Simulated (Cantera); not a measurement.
Input: 1 mol HgO, 1.7 mol O2, 3.3 mol N2, held at 5.70 bar.

These are equilibrium values from Cantera (NASA tables, ideal gas, pure condensed phases), not measurements of a reactor. Candidate condensed phases: Hg, HgO; 10 gas species. Rates play no part.

Problem. Which condensed phases are stable at each of these points (T (°C)): 177, 277, 377, 477, 577, 677, 777, 877, 977?

Solution. 
```tsv
T (°C)	condensed phases	Hg condensed (%)
177	HgO(s)	100.0
277	HgO(s)	100.0
377	HgO(s)	98.2
477	HgO(s)	18.8
577	gas only	0.0
677	gas only	0.0
777	gas only	0.0
877	gas only	0.0
977	gas only	0.0
```

From 177 °C to 477 °C the condensed part is HgO(s). From 577 °C to 977 °C nothing is condensed.
